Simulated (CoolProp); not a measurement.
Fluorine at 295 K and 3.2 MPa is throttled through a valve to 1.68 MPa with no heat exchange. Each further row changes one setting.

Model: reference Helmholtz-energy equation of state, de Reuck 1990, in CoolProp.

| case | temperature change (K) | final density (kg/m³) |
|---|---|---|
| as stated | -2.9 | 26.5 |
| outlet pressure 0.504 MPa | ___ | ___ |
| outlet pressure 2.18 MPa | ___ | 34.3 |

Question: Complete the blanks.

Answer: 
- outlet pressure 0.504 MPa, temperature change (K): -5.2
- outlet pressure 0.504 MPa, final density (kg/m³): 7.97
- outlet pressure 2.18 MPa, temperature change (K): -1.9
